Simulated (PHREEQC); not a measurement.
A solution holds 0.00153 mol/kgw CuCl2, 0.00026 mol/kgw HCl and 0.023 mol/kgw KCl, at 50 °C. Closed to the air; pH follows from the charge balance.

Model: ion-association model, wateq4f.dat, run in PHREEQC.

This is a speciation only: nothing precipitates in the calculation.

**Question.** Estimate the pH.

**Answer.** pH 3.64.

**Question.** In which forms is Cu present?

**Answer.** Cu+2 89 %, CuCl+ 11 % of the Cu.

Species that the database lacks are ignored. At this temperature some constants are extrapolated from 25 °C, and those without enthalpy data are left unchanged.
